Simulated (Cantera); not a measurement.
An isothermal, constant-pressure homogeneous reactor starts with 33.3 % CH₄, 66.7 % CO₂, at 2123 K and 6150 Torr.

Detailed kinetics in Cantera: GRI-Mech 3.0 (53 species, 325 reactions).

One state of this run: x CH₄ = 0.0101; x CO₂ = 0.154; x C₂H₆ = 1.16e-5; x C₂H = 7.49e-6; x CH₂O = 3.49e-5; x H₂ = 0.134. x: mole fraction; the columns are a selection and need not sum to one.

Q: Which value of t (s) does it belong to?
A. 0.0265
B. 0.000293
C. 0.0816
D. 0.775

A: B, 0.000293
